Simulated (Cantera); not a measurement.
**Dilute partial oxidation**

An isothermal, constant-pressure homogeneous reactor starts with CH₄ : O₂ : N₂ = 0.016 : 0.027 : 1 (molar parts), equivalence ratio 1.2, at 1500 K and 101000 Pa.

Computed with Cantera and GRI-Mech 3.0 (53 species, 325 reactions). The temperature is held fixed by assumption; the heat of reaction is taken as removed at once.

| t (s) | x CH₄ | x O₂ | x CH₂CO | x N₂O | x NO | x HO₂ | x O |
|---|---|---|---|---|---|---|---|
| 0.000400 | 0.0153 | 0.0259 | 1.31e-12 | 4.98e-11 | <1e-12 | 3.25e-7 | 9.55e-9 |
| 0.00119 | 0.0153 | 0.0259 | 4.56e-10 | 2.04e-10 | <1e-12 | 3.20e-7 | 2.70e-8 |
| 0.00356 | 0.0150 | 0.0257 | 1.63e-7 | 1.07e-9 | 3.53e-12 | 9.07e-7 | 1.10e-7 |
| 0.0106 | <1e-12 | 0.00134 | <1e-12 | 3.37e-8 | 5.87e-6 | 4.20e-7 | 0.000509 |
| 0.0317 | <1e-12 | 2.37e-6 | <1e-12 | 1.62e-9 | 8.08e-6 | 8.70e-10 | 8.39e-7 |
| 0.0948 | <1e-12 | 1.24e-7 | <1e-12 | 1.60e-9 | 7.88e-6 | 4.09e-11 | 4.33e-8 |
| 0.283 | <1e-12 | 9.69e-9 | <1e-12 | 2.33e-9 | 7.53e-6 | 2.29e-12 | 3.32e-9 |
| 0.844 | <1e-12 | 9.64e-10 | <1e-12 | 1.75e-9 | 7.02e-6 | <1e-12 | 3.34e-10 |
| 2.52 | <1e-12 | 2.05e-10 | <1e-12 | 9.90e-10 | 6.31e-6 | <1e-12 | 7.73e-11 |
| 7.52 | <1e-12 | 1.40e-10 | <1e-12 | 6.35e-10 | 5.16e-6 | <1e-12 | 5.41e-11 |
| 22.4 | <1e-12 | 1.18e-10 | <1e-12 | 3.44e-10 | 3.69e-6 | <1e-12 | 4.59e-11 |
| 67.0 | <1e-12 | 1.11e-10 | <1e-12 | 1.74e-10 | 2.57e-6 | <1e-12 | 4.30e-11 |
| 200 | <1e-12 | 1.10e-10 | <1e-12 | 6.33e-11 | 1.54e-6 | <1e-12 | 4.26e-11 |
x: mole fraction; the columns are a selection and need not sum to one.

Equilibrium at this temperature and pressure: CH₄ <1e-12, O₂ 1.09e-10, CH₂CO <1e-12, N₂O 2.10e-12, NO 3.09e-8, HO₂ <1e-12, O 4.24e-11 (gas phase only).
